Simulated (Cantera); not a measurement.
Standard-state values (1 bar) from the NASA 1993 polynomials, evaluated with Cantera. Values are per mole of reaction as written; species without (g) are pure solids or liquids, kept so even where they would boil at 1 bar.

PbI₂(g) + H₂(g) → 2 HI(g) + Pb

```
T (K)  ΔH° (kJ)  ΔS° (J/K)  ΔG° (kJ)  log10 K  condensed phases
-----  --------  ---------  --------  -------  ----------------
498        55.8      -12.6      62.1    -6.51             Pb(s)
698        61.2       -3.5      63.7    -4.77             Pb(l)
898         [?]        [?]       [?]      [?]             Pb(l)
1098       63.8       -0.7      64.6    -3.07             Pb(l)
1298       65.4        0.7      64.6    -2.60             Pb(l)
1498        [?]        [?]       [?]      [?]             Pb(l)
1698       68.9        3.0      63.8    -1.96             Pb(l)
1898        [?]        [?]       [?]      [?]             Pb(l)
2098       72.6        5.0      62.2    -1.55             Pb(l)
```

Problem. What belongs in the gaps?

Solution. 
- 898, ΔH° (kJ): 62.4
- 898, ΔS° (J/K): -2.1
- 898, ΔG° (kJ): 64.3
- 898, log10 K: -3.74
- 1498, ΔH° (kJ): 67.1
- 1498, ΔS° (J/K): 1.9
- 1498, ΔG° (kJ): 64.3
- 1498, log10 K: -2.24
- 1898, ΔH° (kJ): 70.7
- 1898, ΔS° (J/K): 4.0
- 1898, ΔG° (kJ): 63.1
- 1898, log10 K: -1.74
